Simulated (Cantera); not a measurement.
A closed system holds: 1 mol C₃H₈, 0.97 mol O₂, 19 mol N₂, held at 0.00240 bar.

Method: chemical equilibrium by Gibbs-energy minimisation in Cantera with the NASA 1993 tables (ideal gas, pure condensed phases). Candidate condensed phases: C, C₆H₆, C₇H₈, C₈H₁₈, H₂O; 136 gas species. Equilibrium is a limit: real reactors are often held back by kinetics, nucleation or transport.

x: gas mole fraction; n: condensed amount in mol.

```csv
T (K),x N₂,x H,x H₂,x CO,x HCN,x CN,x C₃,n C(graphite)
1748,0.760,0.00186,0.158,0.0777,0.00164,2.32e-7,?,1.02
1848,0.759,0.00428,0.156,0.0776,0.00266,1.17e-6,?,0.989
1948,0.756,0.00902,0.153,0.0774,0.00406,4.99e-6,?,0.949
2048,0.752,0.0175,0.147,0.0771,0.00589,1.84e-5,?,0.894
2148,0.745,0.0315,0.137,0.0766,0.00811,6.00e-5,?,0.824
2248,0.736,0.0527,0.124,0.0757,0.0106,0.000175,?,0.739
2348,0.723,0.0817,0.105,0.0746,0.0130,0.000466,?,0.642
2448,0.708,0.117,0.0832,0.0732,0.0150,0.00114,?,0.534
2548,0.691,0.155,0.0602,0.0716,0.0162,0.00259,?,0.398
2648,0.674,0.189,0.0396,0.0700,0.0164,0.00551,?,0.145
2748,0.660,0.218,0.0247,0.0686,0.0125,0.00877,?,0
2848,0.651,0.239,0.0147,0.0675,0.00797,0.0115,0.00365,0
```

Q: Fill in the missing entries.

A: 
- 1748, x C₃: 9.28e-12
- 1848, x C₃: 1.99e-10
- 1948, x C₃: 3.10e-9
- 2048, x C₃: 3.66e-8
- 2148, x C₃: 3.42e-7
- 2248, x C₃: 2.60e-6
- 2348, x C₃: 1.66e-5
- 2448, x C₃: 9.06e-5
- 2548, x C₃: 0.000431
- 2648, x C₃: 0.00181
- 2748, x C₃: 0.00337
